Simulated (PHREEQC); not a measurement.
0.12 g of hydrous ferric oxide (600 m²/g; 0.2 weak and 0.005 strong sites per Fe, Dzombak-Morel constants, diffuse double layer) in 1 kg of water with 0.005 mol/kgw of an inert sodium salt, at 25 °C; the pH is set by adding NaOH or the inert anion's acid. O2 is buffered at 0.21 atm. CO2 from the air is kept out. Precipitation was switched off in this run.

Base run: PHREEQC, ion-association model, wateq4f.dat. Each further column changes one thing. The table gives surface charge σ (C/m²).

```csv
pH,base,background salt from 0.005 to 0.0005 mol/kgw,oxide from 0.12 to 0.6 g/kgw,0.00089 mol/kgw CuSO4 added
3,0.303,0.240,0.306,0.027
3.38,0.258,0.172,0.261,0.026
3.75,0.212,0.123,0.215,0.026
4.5,0.131,0.062,0.133,0.025
4.88,0.099,0.043,0.100,0.026
5.25,0.074,0.030,0.074,0.029
5.62,0.054,0.021,0.054,0.034
6.38,0.026,0.009,0.026,0.045
6.75,0.017,0.006,0.017,0.047
7.12,0.011,0.004,0.011,0.046
7.5,0.006,0.002,0.006,0.043
8.25,-0.001,0.000,-0.001,0.030
8.62,-0.005,-0.002,-0.005,0.023
9,-0.009,-0.003,-0.009,0.015
```

The oxide is taken as insoluble; below pH 4 it would dissolve. In at least one series the solution becomes supersaturated in solids that the run did not let form, among them Cu(OH)2, Brochantite, Antlerite. The database's constant for dissolved Cu(OH)2 is higher than later reviews accept.
